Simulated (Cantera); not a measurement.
# Ignition delay

Mixture: 14.4 % CH₄, 2.02 % CO, 17.6 % O₂, 66.0 % N₂, equivalence ratio 1.7, at 7500 Torr, adiabatic and at constant pressure. Ignition delay is the time to a rise of 400 K.

Cantera simulation using GRI-Mech 3.0 (53 species, 325 reactions); the numbers are that mechanism's predictions, not measurements.

```csv
T0 (K),delay (ms)
1100,33.1
1175,11.2
1250,4.22
1325,1.71
1400,0.735
1475,0.332
```

```json
{
  "apparent activation energy between 1325 and 1475 K": "180 kJ/mol"
}
```
